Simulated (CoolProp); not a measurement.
R236EA at several states: fugacity coefficient from the reference equation and from simpler models built on Tc = 139.3 °C, pc = 3.414 MPa, ω = 0.368; each cubic takes its own stable root.

Values from CoolProp's reference Helmholtz-energy equation of state, Rui 2013.

```
T (°C)  p (MPa)   phase  reference  Redlich-Kwong  Soave-Redlich-Kwong  Peng-Robinson
------  -------  ------  ---------  -------------  -------------------  -------------
7.25     0.0252     gas     0.9897         0.9927               0.9914         0.9910
5.15     0.0694     gas     0.9708         0.9794               0.9758         0.9749
91.25     0.311     gas     0.9511         0.9561               0.9529         0.9492
109.15        6  liquid     0.2837         0.3271               0.2971         0.2824
13.05     0.669  liquid     0.1932         0.3907               0.1951         0.1942
74.15     0.179     gas     0.9665         0.9711               0.9683         0.9660
```
